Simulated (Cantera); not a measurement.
# Pyrogenic steam for wet oxidation

An isothermal, constant-pressure homogeneous reactor starts with H2 : O2 : N2 = 1.7 : 1 : 4.1 (molar parts), at 1125 K and 100000 Pa.

Model: the H2/O2 subset of GRI-Mech 3.0, which has no nitrogen chemistry, integrated in Cantera. The temperature is held fixed by assumption; the heat of reaction is taken as removed at once.

```csv
t (s),x H2,x O2,x H2O2,x OH,x O,x H
0.000200,0.00872,0.0293,8.03e-6,0.000559,0.000296,0.000806
0.000709,0.00225,0.0263,4.01e-6,6.54e-5,1.71e-5,2.25e-5
0.00251,0.00118,0.0258,2.88e-6,1.09e-5,1.77e-6,2.01e-6
0.00892,0.000594,0.0255,1.17e-6,5.29e-6,5.07e-7,5.18e-7
0.0316,0.000187,0.0253,2.07e-7,2.40e-6,8.72e-8,8.01e-8
0.112,3.15e-5,0.0252,1.33e-8,1.13e-6,8.44e-9,6.90e-9
0.398,8.39e-7,0.0252,5.28e-10,8.40e-7,6.73e-10,1.47e-10
1.41,4.44e-9,0.0252,4.67e-10,9.42e-7,6.46e-10,2.80e-12
5.00,4.37e-9,0.0252,5.30e-10,1.01e-6,7.36e-10,2.95e-12
```
x: mole fraction; the columns are a selection and need not sum to one.

Equilibrium at this temperature and pressure: H2 4.37e-9, O2 0.0252, H2O2 5.31e-10, OH 1.01e-6, O 7.38e-10, H 2.96e-12 (gas phase only).
